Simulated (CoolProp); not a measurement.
Values from CoolProp's reference Helmholtz-energy equation of state, Akasaka 2019.

Q: Give the vapour pressure (MPa), liquid density (kg/m³), liquid cp (kJ/(kg K)) of saturated R1234ze(Z) at 19.05, 34.05 °C.

A: 
```csv
T (°C),p (MPa),liquid density (kg/m³),liquid cp (kJ/(kg K))
19.05,0.144,1240,1.26
34.05,0.240,1200,1.30
```
